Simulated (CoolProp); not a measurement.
Vapour-liquid equilibrium of isobutene (1) + acetone (2) at 280.4 K; x and y are mole fractions of (1).

Computed with CoolProp (multi-fluid Helmholtz-energy mixture model, Lemmon 2005 and Lemmon 2006; pair parameters Bell 2016).

```json
[
 {"x": "0.05", "bubble pressure, mixture model (kPa)": "35.94", "bubble pressure, Raoult's law (kPa)": "21.39", "y, mixture model": "0.637", "y, Raoult's law": "0.401"},
 {"x": "0.2", "bubble pressure, mixture model (kPa)": "86.33", "bubble pressure, Raoult's law (kPa)": "45.08", "y, mixture model": "0.864", "y, Raoult's law": "0.760"},
 {"x": "0.35", "bubble pressure, mixture model (kPa)": "115.2", "bubble pressure, Raoult's law (kPa)": "68.77", "y, mixture model": "0.908", "y, Raoult's law": "0.872"},
 {"x": "0.5", "bubble pressure, mixture model (kPa)": "130.9", "bubble pressure, Raoult's law (kPa)": "92.46", "y, mixture model": "0.926", "y, Raoult's law": "0.927"},
 {"x": "0.65", "bubble pressure, mixture model (kPa)": "141.3", "bubble pressure, Raoult's law (kPa)": "116.1", "y, mixture model": "0.939", "y, Raoult's law": "0.959"},
 {"x": "0.8", "bubble pressure, mixture model (kPa)": "151.8", "bubble pressure, Raoult's law (kPa)": "139.8", "y, mixture model": "0.955", "y, Raoult's law": "0.981"},
 {"x": "0.95", "bubble pressure, mixture model (kPa)": "165.8", "bubble pressure, Raoult's law (kPa)": "163.5", "y, mixture model": "0.984", "y, Raoult's law": "0.996"}
]
```

The largest gap from Raoult's law is +91.5 % in bubble pressure, at x = 0.2. No azeotrope shows between x = 0.05 and 0.95.

Pair parameters are fitted to limited data, so mixtures are less certain than the pure fluids. With so large a gap from Raoult's law the liquid may split in two, which this calculation doesn't test in full.
